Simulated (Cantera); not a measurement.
Charge: 1 mol SiCl₄, 3.2 mol O₃, 21 mol H₂O, equilibrated at 1923.15 K and 0.0100 bar.

Method: chemical equilibrium by Gibbs-energy minimisation in Cantera with the NASA 1993 tables (ideal gas, pure condensed phases). Candidate condensed phases: H₂O, Si, SiO₂; 30 gas species. The tables hold silica as quartz up to 1696 K and as liquid above; real silica turns to tridymite and cristobalite and melts near 1996 K. Kinetics and transport are ignored.

Base state: H₂O 0.677, O₂ 0.165, HCl 0.125, Cl 0.0173, OH 0.0107, H₂ 0.00263, O 0.00147, H 0.000484 (mole fractions); condensed: SiO₂(condensed).

Problem. What changes in the equilibrium state with this change: SiCl₄ replaced by HMDSO?

Solution. 
```json
[
 {"species": "H₂O", "before": "0.677", "after": "0.546"},
 {"species": "H₂", "before": "0.00263", "after": "0.281"},
 {"species": "CO", "before": "0", "after": "0.114"},
 {"species": "O₂", "before": "0.165", "after": "9.40e-6"},
 {"species": "HCl", "before": "0.125", "after": "0"},
 {"species": "CO₂", "before": "0", "after": "0.0517"},
 {"species": "Cl", "before": "0.0173", "after": "0"},
 {"species": "OH", "before": "0.0107", "after": "0.000837"},
 {"species": "SiO", "before": "8.01e-6", "after": "0.00106"},
 {"species": "ClO", "before": "1.13e-5", "after": "0"},
 {"species": "Cl₂", "before": "1.01e-5", "after": "0"},
 {"species": "O", "before": "0.00147", "after": "1.11e-5"},
 {"species": "H", "before": "0.000484", "after": "0.00500"},
 {"species": "SiO₂(condensed), mol", "before": "1.000", "after": "1.96"}
]
```
The feed counts by its element totals alone. Further candidate phases: C, C₆H₆, C₇H₈, C₈H₁₈, SiC.

Problem. What changes in the equilibrium state with this change: SiCl₄ replaced by TEOS?

Solution. 
```
species                 before     after
--------------------  --------  --------
H₂O                      0.677     0.556
H₂                     0.00263     0.234
CO                           0     0.132
O₂                       0.165   1.41e-5
HCl                      0.125         0
CO₂                          0    0.0728
Cl                      0.0173         0
OH                      0.0107  0.000933
SiO                    8.01e-6  0.000867
ClO                    1.13e-5         0
Cl₂                    1.01e-5         0
O                      0.00147   1.36e-5
H                     0.000484   0.00456
SiO₂(condensed), mol     1.000     0.966
```
The feed counts by its element totals alone. Further candidate phases: C, C₆H₆, C₇H₈, C₈H₁₈, SiC.
